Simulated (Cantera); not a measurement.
A jet of CH₄ : O₂ : N₂ = 0.021 : 0.067 : 0.79 (molar parts), equivalence ratio 0.63 at 300 K and 0.0710 bar hits a platinum plate 7.8 cm away at a mass flux of 0.12 kg/m²/s; the plate temperature is set and raised in steps from an oxygen-covered start.

Model: Deutschmann's 1995 Pt surface mechanism with GRI-Mech 3.0 gas chemistry, integrated in Cantera. Catalytic surfaces can have several steady states; this one follows from the mechanism file's or the stated starting coverage.

x: mole fraction at the wall; θ: surface coverage.

```
plate T (K)  wall x CH₄  wall x O₂  wall x H₂O   wall x OH   wall x CO  wall x CO₂   θ free Pt        θ O*       θ OH*
-----------  ----------  ---------  ----------  ----------  ----------  ----------  ----------  ----------  ----------
850              0.0188     0.0654     0.00963       <1e-8     5.62e-6     0.00627       0.175       0.824    0.000831
900              0.0150     0.0574      0.0167     2.63e-8     6.49e-6      0.0109       0.248       0.751    0.000990
950              0.0115     0.0499      0.0232     8.33e-8     6.97e-6      0.0152       0.327       0.672     0.00104
1000            0.00871     0.0441      0.0282     2.25e-7     7.32e-6      0.0185       0.407       0.592    0.000994
1050            0.00677     0.0400      0.0318     5.39e-7     7.75e-6      0.0209       0.484       0.515    0.000907
1100            0.00550     0.0373      0.0340     1.16e-6     8.51e-6      0.0224       0.556       0.443    0.000801
1150         (withheld)     0.0354      0.0356  (withheld)  (withheld)      0.0235  (withheld)  (withheld)  (withheld)
1200         (withheld)     0.0341      0.0368  (withheld)  (withheld)      0.0243  (withheld)  (withheld)  (withheld)
```

### Question
Complete the blanks.

### Answer

- 1150, wall x CH₄: 0.00456
- 1150, wall x OH: 2.31e-6
- 1150, wall x CO: 9.48e-6
- 1150, θ free Pt: 0.623
- 1150, θ O*: 0.376
- 1150, θ OH*: 0.000695
- 1200, wall x CH₄: 0.00390
- 1200, wall x OH: 4.28e-6
- 1200, wall x CO: 1.09e-5
- 1200, θ free Pt: 0.684
- 1200, θ O*: 0.315
- 1200, θ OH*: 0.000596
